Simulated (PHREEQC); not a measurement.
NaOH is added in steps, without added water, to 1 kg of water holding 20 mmol/kgw H2SO4, 0.14 mmol/kgw ZnSO4 and 32 mmol/kgw MnSO4, at 25 °C. The system is closed to oxygen. CO2 from the air is kept out. Only these solids could form: Pyrochroite, Zn(OH)2(e).

Base run: PHREEQC, ion-association model, phreeqc.dat. Each further column changes one thing. The table gives pH.

| NaOH added (mol) | base | Davies equation for every ion | metal-ligand complexes left out | Debye-Hückel limiting law | all activity coefficients set to 1 |
|---|---|---|---|---|---|
| 0 | 1.75 | 1.77 | 1.80 | 1.78 | 1.71 |
| 0.01833 | 2.05 | 2.07 | 2.12 | 2.07 | 2.05 |
| 0.03667 | 2.91 | 2.93 | 2.98 | 2.90 | 2.96 |
| 0.055 | 8.75 | 8.76 | 8.64 | 8.85 | 8.78 |
| 0.07333 | 8.86 | 8.87 | 8.74 | 8.95 | 8.91 |
| 0.09167 | 9.06 | 9.07 | 8.93 | 9.14 | 9.12 |
| 0.11 | 11.62 | 11.63 | 11.61 | 11.55 | 11.75 |
